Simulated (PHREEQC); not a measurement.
# Hard or scaling water (model solution)

Consider water at 20 °C with 0.0019 mol/kgw SrCl2, 7e-05 mol/kgw Na2CO3, 1.2e-05 mol/kgw H4SiO4 and 3.7e-05 mol/kgw Ca(OH)2. Closed to the air; pH follows from the charge balance.

Model: Pitzer model, pitzer.dat, run in PHREEQC.

```yaml
pH: 10.15
ionic_strength: 0.00598 mol/kgw
specific_conductance: 455 µS/cm
osmotic_coefficient: 0.950
total_alkalinity: 0.214 meq/kg
```

```csv
species,molality,activity,log γ
Cl-,0.00380,0.00350,-0.036
Sr+2,0.00190,0.00138,-0.138
Na+,0.000140,0.000129,-0.036
OH-,0.000106,9.68e-5,-0.039
HCO3-,3.97e-5,3.64e-5,-0.038
Ca+2,3.70e-5,2.68e-5,-0.140
CO3-2,3.03e-5,2.12e-5,-0.155
H3SiO4-,7.86e-6,7.19e-6,-0.039
H4SiO4,4.13e-6,4.13e-6,0.000
H2SiO4-2,7.07e-9,4.95e-9,-0.155
CO2,6.06e-9,6.06e-9,0.000
```

No solid was allowed to form. Species that the database lacks are ignored.
